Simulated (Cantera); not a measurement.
What does this Cantera script print?

```python
import numpy as np
import cantera as ct

gas_names = """
    N2O N2 VO2 NO
""".split()
cond_names = """
    V(cr) V(L) V2O3(s) V2O3(L) VN(s) V2O4(I) V2O4(II) V2O4(L) V2O5(s) V2O5(L)
""".split()


# ... load() reads the species with a 1 bar reference pressure and builds the phases ...
species = {s.name: s for s in load("nasa_gas.yaml", gas_names) + load("nasa_condensed.yaml", cond_names)}
# Each term lists the table entries of one substance; the one whose range holds T is used.
reactions = {
    '8 V + 3 N2O(g) = V2O3 + 6 VN':
        [(-8, ['V(cr)', 'V(L)']), (-3, ['N2O']), (1, ['V2O3(s)', 'V2O3(L)']), (6, ['VN(s)'])],
    'N2O(g) + V2O3 = V2O4 + N2(g)':
        [(-1, ['N2O']), (-1, ['V2O3(s)', 'V2O3(L)']), (1, ['V2O4(I)', 'V2O4(II)', 'V2O4(L)']), (1, ['N2'])],
    'VN + 3 V2O5 = 7 VO2(g) + NO(g)':
        [(-1, ['VN(s)']), (-3, ['V2O5(s)', 'V2O5(L)']), (7, ['VO2']), (1, ['NO'])],
}


def pick(names, T):
    return next(species[n] for n in names if species[n].thermo.min_temp <= T <= species[n].thermo.max_temp)


results = []
for label, terms in reactions.items():
    print(label)
    print("     T/K   dH/kJ  dS/(J/K)   dG/kJ   log10 K")
    for T in [1550, 1600, 1650, 1700, 1750, 1800, 1850, 1900, 1950, 2000, 2050]:
        used = [(nu, pick(names, T)) for nu, names in terms]
        dH = sum(nu * s.thermo.h(T) for nu, s in used) / 1e6
        dS = sum(nu * s.thermo.s(T) for nu, s in used) / 1e3
        dG = dH - T * dS / 1e3
        logK = -dG * 1e6 / (ct.gas_constant * T * np.log(10))
        results.append((label, T, dH, dS, dG, logK, [s.name for _, s in used]))
        print(f"{T:8g} {dH:8.1f} {dS:8.1f} {dG:8.1f} {logK:8.2f}")
```

Result:

```
8 V + 3 N2O(g) = V2O3 + 6 VN
     T/K   dH/kJ  dS/(J/K)   dG/kJ   log10 K
    1550  -2703.6   -492.0  -1941.0    65.41
    1600  -2701.0   -490.4  -1916.4    62.56
    1650  -2698.5   -488.8  -1891.9    59.89
    1700  -2696.0   -487.3  -1867.5    57.38
    1750  -2693.5   -485.9  -1843.2    55.01
    1800  -2691.1   -484.6  -1818.9    52.78
    1850  -2688.7   -483.3  -1794.7    50.67
    1900  -2686.4   -482.0  -1770.6    48.68
    1950  -2684.2   -480.9  -1746.5    46.78
    2000  -2682.1   -479.8  -1722.5    44.99
    2050  -2680.0   -478.8  -1698.5    43.28
N2O(g) + V2O3 = V2O4 + N2(g)
     T/K   dH/kJ  dS/(J/K)   dG/kJ   log10 K
    1550   -281.0      5.4   -289.3     9.75
    1600   -281.3      5.2   -289.6     9.45
    1650   -281.7      4.9   -289.8     9.18
    1700   -282.1      4.7   -290.1     8.91
    1750   -282.6      4.4   -290.3     8.67
    1800   -283.1      4.1   -290.5     8.43
    1850   -170.4     66.1   -292.8     8.27
    1900   -169.3     66.8   -296.1     8.14
    1950   -168.2     67.3   -299.4     8.02
    2000   -167.2     67.8   -302.8     7.91
    2050   -166.3     68.2   -306.2     7.80
VN + 3 V2O5 = 7 VO2(g) + NO(g)
     T/K   dH/kJ  dS/(J/K)   dG/kJ   log10 K
    1550   2919.0   1166.4   1111.1   -37.44
    1600   2909.1   1160.1   1053.0   -34.37
    1650   2899.3   1154.1    995.1   -31.50
    1700   2889.5   1148.2    937.5   -28.81
    1750   2879.7   1142.5    880.3   -26.27
    1800   2869.9   1137.0    823.3   -23.89
    1850   2860.1   1131.6    766.6   -21.64
    1900   2850.3   1126.4    710.1   -19.52
    1950   2840.5   1121.3    653.9   -17.52
    2000   2830.7   1116.3    598.0   -15.62
    2050   2820.8   1111.5    542.3   -13.82
```

Cantera with NASA thermochemical tables; ideal gases at 1 bar, condensed phases pure. VN: taken at fixed stoichiometry. Condensed species are held in their standard states even where they would react or evaporate.
